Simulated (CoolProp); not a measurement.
A single-stage vapour-compression cycle with R143a: evaporating at 271.15 K (dew point), condensing at 336.15 K (bubble point), superheat 0 K, subcooling 8 K, compressor efficiency 0.75, no pressure losses. Each further row changes one setting.

Computed with CoolProp (reference Helmholtz-energy equation of state, Lemmon and Jacobsen 2000).

```
case                              cooling COP  pressure ratio  discharge temperature (K)  refrigerating effect (kJ/kg)  volumetric capacity (kJ/m³)
--------------------------------  -----------  --------------  -------------------------  ----------------------------  ---------------------------
as stated                                 ___            5.27                      354.4                          94.4                         2420
evaporating temperature 276.15 K          ___            4.51                      352.8                           ___                         2900
condensing temperature 331.15 K          2.23            4.73                        ___                           104                         2670
subcooling 13 K                          2.11            5.27                      354.4                           105                          ___
superheat 10 K                           1.96            5.27                      363.7                           105                          ___
compressor efficiency 0.65               1.65            5.27                      359.1                          94.4                         2420
```

### Question
What belongs in the gaps?

### Answer

- as stated, cooling COP: 1.90
- evaporating temperature 276.15 K, cooling COP: 2.17
- evaporating temperature 276.15 K, refrigerating effect (kJ/kg): 96.9
- condensing temperature 331.15 K, discharge temperature (K): 348.2
- subcooling 13 K, volumetric capacity (kJ/m³): 2680
- superheat 10 K, volumetric capacity (kJ/m³): 2530
